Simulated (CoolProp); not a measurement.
A closed Brayton cycle with carbon dioxide: compressor inlet 316.15 K and 9.4 MPa, high pressure 27.1 MPa, turbine inlet 920 K, compressor efficiency 0.8, turbine efficiency 0.85, recuperator effectiveness 0.95 (on enthalpy, no pinch check). Each further row changes one setting.

The numbers come from the reference Helmholtz-energy equation of state, Span 1996 in CoolProp.

| case | thermal efficiency (%) | net work (kJ/kg) | compressor to turbine work | compressor exit (K) | turbine exit (K) |
|---|---|---|---|---|---|
| as stated | 38.2 | 109 | 0.26 | 371.3 | 791.6 |
| turbine inlet 870 K | 36.5 | … | … | 371.3 | 745.9 |
| compressor inlet 326.15 K | … | 93.7 | 0.37 | 408.0 | 791.6 |
| high pressure 23 MPa | … | 95.2 | … | … | 810.8 |
| recuperator effectiveness 0.5 | … | 109 | 0.26 | 371.3 | 791.6 |

Problem. Some entries are withheld; supply them.

Solution. 
- turbine inlet 870 K, net work (kJ/kg): 99.7
- turbine inlet 870 K, compressor to turbine work: 0.28
- compressor inlet 326.15 K, thermal efficiency (%): 36.4
- high pressure 23 MPa, thermal efficiency (%): 36.8
- high pressure 23 MPa, compressor to turbine work: 0.25
- high pressure 23 MPa, compressor exit (K): 362.2
- recuperator effectiveness 0.5, thermal efficiency (%): 21.3
